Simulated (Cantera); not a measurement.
An adiabatic, constant-volume homogeneous reactor starts with H2 : O2 : N2 : NO = 1 : 0.227 : 1.52 : 0.0039 (molar parts), at 1725 K and 10.0 bar. Integrator tolerance rtol = 1e-08.

Computed with Cantera and GRI-Mech 3.0 (53 species, 325 reactions). The hydrogen kinetics of GRI-Mech 3.0 are dated; newer H2 mechanisms differ, most at raised pressure.

Question: What does this change do: initial temperature 1725 to 1700 K?

Answer: 
```json
[
 {"quantity": "time of steepest temperature rise", "before": "1.04 µs", "after": "1.11 µs"},
 {"quantity": "temperature at 0.200 s", "before": "2981 K", "after": "2967 K"},
 {"quantity": "equilibrium temperature", "before": "2981 K", "after": "2967 K"},
 {"quantity": "x(H2) at 0.200 s", "before": "0.207 (gas-phase equilibrium 0.207)", "after": "0.208 (gas-phase equilibrium 0.208)"},
 {"quantity": "x(O2) at 0.200 s", "before": "7.79e-5 (gas-phase equilibrium 7.79e-5)", "after": "7.04e-5 (gas-phase equilibrium 7.04e-5)"},
 {"quantity": "x(NO) at 0.200 s", "before": "0.000784 (gas-phase equilibrium 0.000784)", "after": "0.000733 (gas-phase equilibrium 0.000733)"},
 {"quantity": "x(N2O) at 0.200 s", "before": "1.54e-7 (gas-phase equilibrium 1.54e-7)", "after": "1.45e-7 (gas-phase equilibrium 1.45e-7)"},
 {"quantity": "x(H) at 0.200 s", "before": "0.0170 (gas-phase equilibrium 0.0170)", "after": "0.0163 (gas-phase equilibrium 0.0163)"},
 {"quantity": "x(H2O) at 0.200 s", "before": "0.174 (gas-phase equilibrium 0.174)", "after": "0.174 (gas-phase equilibrium 0.174)"}
]
```

Question: What does this change do: initial temperature 1725 to 1625 K?

Answer: 
```json
[
 {"quantity": "time of steepest temperature rise", "before": "1.04 µs", "after": "1.38 µs"},
 {"quantity": "temperature at 0.200 s", "before": "2981 K", "after": "2924 K"},
 {"quantity": "equilibrium temperature", "before": "2981 K", "after": "2924 K"},
 {"quantity": "x(H2) at 0.200 s", "before": "0.207 (gas-phase equilibrium 0.207)", "after": "0.209 (gas-phase equilibrium 0.209)"},
 {"quantity": "x(O2) at 0.200 s", "before": "7.79e-5 (gas-phase equilibrium 7.79e-5)", "after": "5.12e-5 (gas-phase equilibrium 5.12e-5)"},
 {"quantity": "x(NO) at 0.200 s", "before": "0.000784 (gas-phase equilibrium 0.000784)", "after": "0.000593 (gas-phase equilibrium 0.000593)"},
 {"quantity": "x(N2O) at 0.200 s", "before": "1.54e-7 (gas-phase equilibrium 1.54e-7)", "after": "1.19e-7 (gas-phase equilibrium 1.19e-7)"},
 {"quantity": "x(H) at 0.200 s", "before": "0.0170 (gas-phase equilibrium 0.0170)", "after": "0.0140 (gas-phase equilibrium 0.0140)"},
 {"quantity": "x(H2O) at 0.200 s", "before": "0.174 (gas-phase equilibrium 0.174)", "after": "0.175 (gas-phase equilibrium 0.175)"}
]
```
